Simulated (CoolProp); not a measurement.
Saturation properties of nitrogen (Tc = 126.2 K, pc = 3.396 MPa, ω = 0.037).

The numbers come from the reference Helmholtz-energy equation of state, Span 2000 in CoolProp.

```csv
T (K),p (MPa),liquid density (kg/m³),liquid cp (kJ/(kg K)),surface tension (mN/m),liquid conductivity (mW/(m K))
94.6,0.5241,720.5,2.206,5.16,111
96.5,0.6054,709.8,2.240,4.78,107
98.5,0.7003,698.3,2.282,4.38,103
100.4,0.8001,686.9,2.328,4.01,99.3
102.3,0.9096,675.1,2.383,3.64,95.6
104.2,1.030,662.9,2.448,3.29,91.8
106.1,1.160,650.0,2.526,2.94,88.1
108.1,1.311,635.8,2.625,2.58,84.2
110,1.466,621.5,2.743,2.24,80.4
111.9,1.634,606.2,2.892,1.92,76.7
113.8,1.815,589.8,3.085,1.61,73.0
115.7,2.011,571.9,3.346,1.31,69.3
117.7,2.233,551.1,3.743,1.00,65.4
119.6,2.461,528.6,4.337,0.732,61.8
121.5,2.705,502.0,5.404,0.479,58.3
```

It boils at 77.4 K under 1 atm.

Thermal conductivity comes from a separate model (Lemmon 2004). Surface tension comes from a separate correlation (Mulero 2012).
